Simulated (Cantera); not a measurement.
Feed: 1 mol Ti(OiPr)4, 3.4 mol H2, 6.2 mol CH4, at 1000 K.

Method: chemical equilibrium by Gibbs-energy minimisation in Cantera with the NASA 1993 tables (ideal gas, pure condensed phases). Candidate condensed phases: C, C6H6, C7H8, C8H18, H2O, Ti, TiC, TiO, TiO2, Ti2O3, Ti3O5, Ti4O7; 113 gas species. The feed counts by its element totals alone. Condensed phases not in the tables: Magnéli phases beyond Ti4O7. Gases not in the tables: TiO(OH)2. The numbers say what is thermodynamically allowed, not how fast it happens.

x: gas mole fraction; n: condensed amount in mol.

| P (Pa) | x H2 | x CO | x CH4 | x H2O | n C(graphite) | n Ti2O3(s) | n Ti4O7(s) | n TiO2(rutile) |
|---|---|---|---|---|---|---|---|---|
| 10 | 0.923 | 0.0774 | 8.13e-6 | 2.82e-6 | 15.7 | 0.500 | 0 | 0 |
| 28 | 0.930 | 0.0702 | [?] | [?] | 15.9 | 0 | 0.250 | 0 |
| 77 | 0.930 | 0.0702 | 6.36e-5 | 1.99e-5 | 15.9 | 0 | 0.250 | 0 |
| 220 | 0.930 | 0.0702 | 0.000182 | 5.67e-5 | 15.9 | 0 | 0.250 | 0 |
| 600 | 0.937 | 0.0628 | 0.000503 | 0.000139 | 16.2 | 0 | 0 | 1.00 |
| 1700 | 0.936 | 0.0625 | 0.00142 | 0.000393 | 16.2 | 0 | 0 | 1.00 |
| 4600 | 0.933 | 0.0620 | [?] | [?] | 16.1 | 0 | 0 | 1.00 |
| 13000 | 0.926 | 0.0604 | 0.0106 | 0.00287 | 16.0 | 0 | 0 | 1.00 |
| 36000 | 0.907 | 0.0566 | 0.0283 | 0.00730 | 15.6 | 0 | 0 | 1.00 |
| 100000 | 0.862 | 0.0491 | 0.0709 | 0.0167 | 14.7 | 0 | 0 | 1.00 |

What belongs in the gaps?


- 4600, x CH4: 0.00382
- 4600, x H2O: 0.00105
- 28, x CH4: 2.31e-5
- 28, x H2O: 7.22e-6
